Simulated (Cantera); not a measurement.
## Stirred combustor or abatement burner

A perfectly stirred reactor is fed with H2 : O2 : N2 = 1 : 0.5 : 1.88 (molar parts), equivalence ratio 1.0, at 101000 Pa; it is adiabatic with a 600 K inlet, and is followed from long to short residence time, starting on the burning branch (τ in s: 0.032, 0.015, 0.0076, 0.0037, 0.0018, 0.00091, 0.00045, 0.00022, 0.00011, 5.3e-05).

Cantera simulation using GRI-Mech 3.0 (53 species, 325 reactions); the numbers are that mechanism's predictions, not measurements.

```tsv
τ (s)	T (K)	x H2	x O2	x H2O	x NO	x N2O
0.032	2513	0.0246	0.00795	0.307	0.00329	1.87e-7
0.015	2503	0.0253	0.00854	0.306	0.00270	1.74e-7
0.0076	2486	0.0266	0.00941	0.303	0.00199	1.58e-7
0.0037	2452	0.0291	0.0108	0.298	0.00124	1.36e-7
0.0018	2394	0.0328	0.0128	0.291	0.000666	1.11e-7
0.00091	2314	0.0374	0.0153	0.281	0.000333	9.14e-8
0.00045	2207	0.0424	0.0184	0.270	0.000163	7.80e-8
0.00022	2078	0.0472	0.0219	0.257	9.22e-5	7.01e-8
0.00011	1938	0.0511	0.0257	0.244	6.22e-5	6.49e-8
5.3e-5	1780	0.0550	0.0304	0.231	4.11e-5	5.94e-8
```
x: mole fraction; the columns are a selection and need not sum to one.
